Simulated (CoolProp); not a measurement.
n-perfluorohexane at several states: fugacity coefficient from the reference equation and from simpler models built on Tc = 174.9 °C, pc = 17.42 bar, ω = 0.497; each cubic takes its own stable root.

Computed with CoolProp (reference Helmholtz-energy equation of state, Gao 2022).

```tsv
T (°C)	p (bar)	phase	reference
-52.65	62.2	liquid	5.737e-5
95.45	1.71	gas	0.9323
-1.25	0.576	liquid	0.1395
99.85	18.9	liquid	0.1820
130.95	10.5	liquid	0.5621
133.85	27.3	liquid	0.2582
```

Problem. How far does each simpler model (Redlich-Kwong, Soave-Redlich-Kwong, Peng-Robinson) lie from the reference over these 6 states: mean and median of the absolute difference, and the worst?

Solution. 
- Redlich-Kwong: mean 370.2 %, median 39.2 %, worst +1733.7 % at -52.65 °C and 62.2 bar
- Soave-Redlich-Kwong: mean 5.0 %, median 3.5 %, worst +17.1 % at -52.65 °C and 62.2 bar
- Peng-Robinson: mean 5.3 %, median 0.8 %, worst +25.3 % at -52.65 °C and 62.2 bar
